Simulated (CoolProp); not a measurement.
The fluid at 472.37 K and 0.682 MPa is throttled through a valve to 0.434 MPa with no heat exchange. The same conditions are run with several fluids, on thermodynamics alone (safety and materials aside).

Values from CoolProp's reference Helmholtz-energy equation of state of each fluid (octamethylcyclotetrasiloxane (D4): Thol 2015; m-xylene: Zhou 2012; tetradecamethylhexasiloxane (MD4M): Thol 2019; dodecamethylcyclohexasiloxane (D6): Colonna 2008; o-xylene: Zhou 2012).

| fluid | final density (kg/m³) |
|---|---|
| octamethylcyclotetrasiloxane (D4) | ? |
| m-xylene | ? |
| tetradecamethylhexasiloxane (MD4M) | 713 |
| dodecamethylcyclohexasiloxane (D6) | ? |
| o-xylene | 713 |

### Question
Some entries are withheld; supply them.

### Answer

- octamethylcyclotetrasiloxane (D4), final density (kg/m³): 733
- m-xylene, final density (kg/m³): 691
- dodecamethylcyclohexasiloxane (D6), final density (kg/m³): 770
